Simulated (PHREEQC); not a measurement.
Solution (80 °C): 54 mmol/kgw H2SO4, 8 mmol/kgw NiSO4 and 14 mmol/kgw Na2SO4. Closed to the air; pH follows from the charge balance.

Computed with PHREEQC (ion-association model, wateq4f.dat).

Question: The ionic strength comes out as 0.100 mol/kgw. What activity coefficients do Na+, SO4-2, HSO4-, NaSO4-, H+ get?

Answer: Na+ 0.76, SO4-2 0.33, HSO4- 0.76, NaSO4- 0.77, H+ 0.81.

No solid was allowed to form. At this temperature some constants are extrapolated from 25 °C, and those without enthalpy data are left unchanged.
